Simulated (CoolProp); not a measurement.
Hydrogen chloride along the isotherm -61.35 °C: density (kg/m³) from the reference equation and from simpler models built on Tc = 51.5 °C, pc = 8314 kPa, ω = 0.130; each cubic takes its own stable root.

Model: reference Helmholtz-energy equation of state, Thol 2018, in CoolProp.

```csv
p (kPa),phase,reference
263,gas,5.740
444,liquid,1124
749,liquid,1125
1260,liquid,1126
2130,liquid,1127
3600,liquid,1130
6070,liquid,1134
10200,liquid,1141
17300,liquid,1151
29200,liquid,1168
49300,liquid,1192
```

Q: How far does each simpler model (Soave-Redlich-Kwong, Peng-Robinson) lie from the reference over these 11 states: mean and median of the absolute difference, and the worst?

A: 
- Soave-Redlich-Kwong: mean 11.1 %, median 12.1 %, worst -12.2 % at -61.35 °C and 444 kPa
- Peng-Robinson: mean 0.8 %, median 0.7 %, worst -1.3 % at -61.35 °C and 263 kPa
